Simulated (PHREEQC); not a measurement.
Make-up at 75 °C: 0.052 mol/kgw TMAH, 0.0046 mol/kgw K2SO4 and 0.028 mol/kgw KH2PO4. Closed to the air; pH follows from the charge balance.

Model: ion-association model, wateq4f.dat, run in PHREEQC.

### Question
The ionic strength comes out as 0.132 mol/kgw. What activity coefficients do HPO4-2, K+, KSO4-, KHPO4-, PO4-3 get?

### Answer
HPO4-2 0.31, K+ 0.72, KSO4- 0.75, KHPO4- 0.75, PO4-3 0.071.

This is a speciation only: nothing precipitates in the calculation. (CH3)4N+ isn't in the database: it is added as a free cation with an ion size of 4 Å. H3PO4, which wateq4f.dat lacks, is added to it with the constant of phreeqc.dat. At this temperature some constants are extrapolated from 25 °C, and those without enthalpy data are left unchanged.
